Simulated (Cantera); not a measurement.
A perfectly stirred reactor is fed with C2H4 : H2 = 1 : 5.4 (molar parts), at 4.50 Torr; it is held at 1498 K, and followed from long to short residence time.

Model: GRI-Mech 3.0 (53 species, 325 reactions), integrated in Cantera. GRI-Mech 3.0 was tuned for natural gas; its chemistry of ethylene as a main component is partial and can be far from experiment. GRI-Mech 3.0 stops at C3 and has no aromatics, soot or wall deposition, so with more carbon than oxygen in the feed, carbon stays in small species such as C2H2 where larger ones or solid carbon would form. Radical loss at walls, strong at low pressure, is not modelled.

Predict: x(C2H4) at τ = 8.20 s; x(H2) at τ = 8.20 s; x(CH4) at τ = 8.20 s; x(CH3) at τ = 8.20 s; x(C2H4) at τ = 53.0 ms; x(H2) at τ = 53.0 ms; x(CH4) at τ = 53.0 ms; x(CH3) at τ = 53.0 ms.


| Item | Result |
|---|---|
| x(C2H4) at τ = 8.20 s | 0.00681 |
| x(H2) at τ = 8.20 s | 0.864 |
| x(CH4) at τ = 8.20 s | 8.74e-5 |
| x(CH3) at τ = 8.20 s | 9.17e-8 |
| x(C2H4) at τ = 53.0 ms | 0.149 |
| x(H2) at τ = 53.0 ms | 0.845 |
| x(CH4) at τ = 53.0 ms | 6.87e-7 |
| x(CH3) at τ = 53.0 ms | 2.62e-9 |
